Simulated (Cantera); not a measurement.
# Pyrogenic steam for wet oxidation

A perfectly stirred reactor is fed with 12.4 % H₂, 8.85 % O₂, 78.8 % N₂, equivalence ratio 0.70, at 82.5 Torr; it is held at 1223 K, and followed from long to short residence time.

Cantera simulation using GRI-Mech 3.0 (53 species, 325 reactions); the numbers are that mechanism's predictions, not measurements. The temperature is held fixed by assumption; the heat of reaction is taken as removed at once.

```
τ (s)       x H₂    x O₂       x O   x H₂O     x NO    x HO₂
------  --------  ------  --------  ------  -------  -------
0.63    0.000768  0.0285  0.000263   0.131  7.59e-7  2.03e-6
0.26     0.00135  0.0287  0.000469   0.130  1.23e-6  2.36e-6
0.10     0.00242  0.0292  0.000866   0.128  2.08e-6  2.64e-6
0.042    0.00399  0.0300   0.00148   0.125  3.22e-6  2.84e-6
0.017    0.00641  0.0315   0.00253   0.119  4.65e-6  3.02e-6
0.0069   0.00967  0.0338   0.00410   0.111  5.81e-6  3.19e-6
0.0028    0.0137  0.0370   0.00616   0.100  5.88e-6  3.35e-6
0.0011    0.0191  0.0410   0.00822  0.0875  4.40e-6  3.50e-6
```
x: mole fraction; the columns are a selection and need not sum to one.
